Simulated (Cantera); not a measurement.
## Hydrocarbon pyrolysis for carbon deposition

An isothermal, constant-pressure homogeneous reactor starts with CH4 : H2 = 1 : 33 (molar parts), at 1875 K and 100000 Pa.

Cantera simulation using GRI-Mech 3.0 (53 species, 325 reactions); the numbers are that mechanism's predictions, not measurements. GRI-Mech 3.0 stops at C3 and has no aromatics, soot or wall deposition, so with more carbon than oxygen in the feed, carbon stays in small species such as C2H2 where larger ones or solid carbon would form.

```tsv
t (s)	x CH4	x H2	x C2H2	x C2H6	x C2H4	x CH2
0.000100	0.0290	0.970	4.69e-6	3.75e-6	1.66e-5	1.73e-7
0.000325	0.0286	0.970	0.000138	5.47e-6	6.14e-5	2.68e-7
0.00105	0.0274	0.971	0.000729	5.04e-6	6.79e-5	2.58e-7
0.00342	0.0241	0.973	0.00235	3.92e-6	7.70e-5	2.30e-7
0.0111	0.0173	0.976	0.00567	2.06e-6	0.000101	1.70e-7
0.0360	0.00924	0.980	0.00959	6.32e-7	0.000139	9.42e-8
0.117	0.00457	0.983	0.0119	1.99e-7	0.000165	4.79e-8
0.380	0.00367	0.983	0.0123	1.50e-7	0.000171	3.88e-8
1.23	0.00366	0.983	0.0123	1.49e-7	0.000171	3.87e-8
4.00	0.00366	0.983	0.0123	1.49e-7	0.000171	3.87e-8
```
x: mole fraction; the columns are a selection and need not sum to one.

Equilibrium at this temperature and pressure: CH4 0.00366, H2 0.983, C2H2 0.0123, C2H6 1.49e-7, C2H4 0.000171, CH2 3.87e-8 (gas phase only).
